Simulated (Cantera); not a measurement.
# Adiabatic ignition

An adiabatic, constant-pressure homogeneous reactor starts with 31.7 % CO, 1.84 % H2, 12.0 % O2, 45.0 % N2, 9.51 % CO2, at 1350 K and 8.00 bar.

Cantera simulation using GRI-Mech 3.0 (53 species, 325 reactions); the numbers are that mechanism's predictions, not measurements. The hydrogen kinetics of GRI-Mech 3.0 are dated; newer H2 mechanisms differ, most at raised pressure.

| t (s) | T (K) | x CO | x H2 | x O2 | x O | x H2O2 |
|---|---|---|---|---|---|---|
| 1.00e-6 | 1350 | 0.317 | 0.0184 | 0.120 | 1.26e-7 | 7.00e-11 |
| 3.76e-6 | 1350 | 0.317 | 0.0184 | 0.120 | 2.95e-6 | 9.96e-9 |
| 1.41e-5 | 1747 | 0.269 | 0.00119 | 0.0800 | 0.0122 | 1.03e-6 |
| 5.32e-5 | 2632 | 0.159 | 0.00125 | 0.0241 | 0.00462 | 9.05e-8 |
| 0.000200 | 2785 | 0.139 | 0.00107 | 0.0141 | 0.00221 | 6.97e-8 |
| 0.000752 | 2780 | 0.140 | 0.00108 | 0.0128 | 0.00201 | 6.58e-8 |
| 0.00283 | 2775 | 0.140 | 0.00109 | 0.0122 | 0.00193 | 6.39e-8 |
| 0.0106 | 2775 | 0.140 | 0.00109 | 0.0122 | 0.00193 | 6.39e-8 |
| 0.0400 | 2775 | 0.140 | 0.00109 | 0.0122 | 0.00193 | 6.39e-8 |
| 0.150 | 2775 | 0.140 | 0.00109 | 0.0122 | 0.00193 | 6.39e-8 |
| 0.566 | 2775 | 0.140 | 0.00109 | 0.0122 | 0.00193 | 6.39e-8 |
| 2.13 | 2775 | 0.140 | 0.00109 | 0.0122 | 0.00193 | 6.39e-8 |
| 8.00 | 2775 | 0.140 | 0.00109 | 0.0122 | 0.00193 | 6.39e-8 |
x: mole fraction; the columns are a selection and need not sum to one.

```yaml
time_of_steepest_temperature_rise: 12.3 µs
temperature at 8.00 s: 2775 K
equilibrium_temperature: 2775 K
x(CO) at 8.00 s: 0.140 (gas-phase equilibrium 0.140)
x(H2) at 8.00 s: 0.00109 (gas-phase equilibrium 0.00109)
x(O2) at 8.00 s: 0.0122 (gas-phase equilibrium 0.0122)
```
